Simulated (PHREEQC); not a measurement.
Solution (25 °C): 0.00125 mol (NH4)2SO4 and 5.4e-06 mol LiF per kg of water. Closed to the air; pH follows from the charge balance.

Equilibrium calculation in PHREEQC: ion-association model, phreeqc.dat.

Precipitation was switched off in this run.

### Question
What pH does the model give?

### Answer
pH 5.97.

### Question
In which forms is S present?

### Answer
SO4-2 98 %, NH4SO4- 2.4 % of the S.
